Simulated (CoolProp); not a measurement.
Vapour-liquid equilibrium of m-xylene (1) + n-nonane (2) at 5.7 kPa; x and y are mole fractions of (1).

Values from CoolProp's multi-fluid Helmholtz-energy mixture model, Zhou 2012 and Lemmon 2006; pair parameters Bell 2016.

| x | bubble temperature (°C) | y at the bubble point | dew temperature at overall composition x (°C) | liquid density (mol/L) |
|---|---|---|---|---|
| 0.05 | 66.2 | 0.111 | 67.1 | 5.398 |
| 0.2 | 62.9 | 0.349 | 65.0 | 5.698 |
| 0.35 | 60.6 | 0.507 | 62.9 | 6.020 |
| 0.5 | 59.1 | 0.627 | 60.7 | 6.372 |
| 0.65 | 58.0 | 0.731 | 58.8 | 6.759 |
| 0.8 | 57.2 | 0.834 | 57.4 | 7.188 |
| 0.95 | 56.8 | 0.953 | 56.8 | 7.667 |

No azeotrope shows between x = 0.05 and 0.95.

The pair parameters rest on a limited set of measurements; away from them the model extrapolates.
